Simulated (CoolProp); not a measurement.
The fluid at 298.15 K and 7.93 MPa is throttled through a valve to 3.78 MPa with no heat exchange. The same conditions are run with several fluids, on thermodynamics alone (safety and materials aside).

Computed with CoolProp (reference Helmholtz-energy equation of state of each fluid (CF4 (R14): Platzer 1990; ethylene: Smukala 2000; normal hydrogen: Leachman 2009; methane: Setzmann 1991; dry air: Lemmon 2000)). The equations of Platzer and Polt are older, rougher fits. Blends and air are pseudo-pure fits.

Q: Rank CF4 (R14), ethylene, normal hydrogen, methane, dry air by temperature change (K), highest first.

A: normal hydrogen (+1.4), dry air (-7.9), methane (-17.2), CF4 (R14) (-22.7), ethylene (-28.5)

```json
[
 {"fluid": "CF4 (R14)", "final phase": "supercritical", "final density (kg/m³)": "180"},
 {"fluid": "ethylene", "final phase": "two-phase, vapour fraction 0.497", "final density (kg/m³)": "139"},
 {"fluid": "normal hydrogen", "final phase": "supercritical", "final density (kg/m³)": "2.99"},
 {"fluid": "methane", "final phase": "gas", "final density (kg/m³)": "28.2"},
 {"fluid": "dry air", "final phase": "gas", "final density (kg/m³)": "45.9"}
]
```
